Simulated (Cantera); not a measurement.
A Cantera script and its output.

```python
import numpy as np
import cantera as ct

gas = ct.Solution("gri30.yaml")
gas.TPX = 750, 700000, {'C3H8': 1, 'O2': 9.43, 'N2': 35.5}
inlet = ct.Reservoir(gas, clone=True)
gas.equilibrate("HP")  # start burning
reactor = ct.IdealGasConstPressureReactor(gas, energy="on", clone=False)
exhaust = ct.Reservoir(gas, clone=True)
tau = [0.2, 0.079, 0.031, 0.012, 0.0049, 0.002, 0.00078, 0.00031, 0.00012, 4.8e-05, 1.9e-05, 7.6e-06][0]
for a, b in ((inlet, reactor), (reactor, exhaust)):
    ct.MassFlowController(a, b, mdot=lambda t: reactor.mass / tau)
net = ct.ReactorNet([reactor])
show = ['C3H8', 'O2', 'H2O', 'HO2', 'CH2', 'HCN', 'NO']

rows = []
print(f"{'tau/s':>10s}{'T/K':>9s}" + "".join(f"{s:>11s}" for s in show))
for tau in [0.2, 0.079, 0.031, 0.012, 0.0049, 0.002, 0.00078, 0.00031, 0.00012, 4.8e-05, 1.9e-05, 7.6e-06]:
    net.initial_time = 0.0
    net.advance(30 * tau)
    before = gas.X
    net.advance(40 * tau)
    drift = np.max(np.abs(gas.X - before) / (gas.X + 1e-9))
    rows.append([gas.T, *gas[show].X, drift])
    print(f"{tau:10.3e}{gas.T:9.1f}" + "".join(f"{x:11.3e}" for x in gas[show].X))
```

Result:

```
     tau/s      T/K       C3H8         O2        H2O        HO2        CH2        HCN         NO
 2.000e-01   1933.3  7.660e-08  9.410e-02  8.483e-02  1.851e-06  1.644e-09  7.999e-09  2.480e-04
 7.900e-02   1933.0  1.871e-07  9.417e-02  8.480e-02  1.984e-06  4.118e-09  8.742e-09  1.190e-04
 3.100e-02   1931.9  4.442e-07  9.422e-02  8.473e-02  2.300e-06  1.024e-08  9.683e-09  6.331e-05
 1.200e-02   1929.5  1.015e-06  9.427e-02  8.461e-02  3.030e-06  2.524e-08  1.132e-08  3.956e-05
 4.900e-03   1925.3  2.105e-06  9.437e-02  8.442e-02  4.463e-06  5.754e-08  1.393e-08  2.940e-05
 2.000e-03   1918.1  4.191e-06  9.457e-02  8.412e-02  7.225e-06  1.274e-07  1.780e-08  2.365e-05
 7.800e-04   1905.0  8.388e-06  9.501e-02  8.366e-02  1.273e-05  2.848e-07  2.318e-08  1.869e-05
 3.100e-04   1882.4  1.650e-05  9.596e-02  8.299e-02  2.300e-05  6.094e-07  3.043e-08  1.360e-05
 1.200e-04   1840.5  3.501e-05  9.810e-02  8.195e-02  4.406e-05  1.313e-06  4.356e-08  8.486e-06
 4.800e-05   1758.2  9.228e-05  1.034e-01  8.020e-02  9.460e-05  2.792e-06  6.857e-08  3.754e-06
 1.900e-05    750.0  2.177e-02  2.053e-01  9.832e-15  3.898e-13  2.019e-30  1.198e-20  1.465e-19
 7.600e-06    750.0  2.177e-02  2.053e-01  7.088e-18  1.560e-13  6.633e-32 -4.912e-26 -6.006e-25
```

Cantera simulation using GRI-Mech 3.0 (53 species, 325 reactions); the numbers are that mechanism's predictions, not measurements. GRI-Mech 3.0 was tuned for natural gas; its chemistry of propane as a main component is partial and can be far from experiment.
